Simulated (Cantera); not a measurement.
An adiabatic, constant-volume homogeneous reactor starts with CH4 : C2H6 : C3H8 : O2 : N2 = 1 : 0.28 : 1.3 : 21.1 : 79.2 (molar parts), equivalence ratio 0.45, at 1100 K and 9.87 atm.

Cantera simulation using GRI-Mech 3.0 (53 species, 325 reactions); the numbers are that mechanism's predictions, not measurements. GRI-Mech 3.0 was tuned for natural gas; its chemistry of propane as a main component is partial and can be far from experiment.

### Question
Predict: time of steepest temperature rise; temperature at 4.00 s; equilibrium temperature; x(CO) at 4.00 s; x(NO) at 4.00 s.

### Answer
```
Property                                                              Result
---------------------------------  -----------------------------------------
time of steepest temperature rise                                    3.87 ms
temperature at 4.00 s                                                 2308 K
equilibrium temperature                                               2308 K
x(CO) at 4.00 s                    0.000426 (gas-phase equilibrium 0.000426)
x(NO) at 4.00 s                        0.0111 (gas-phase equilibrium 0.0111)
```
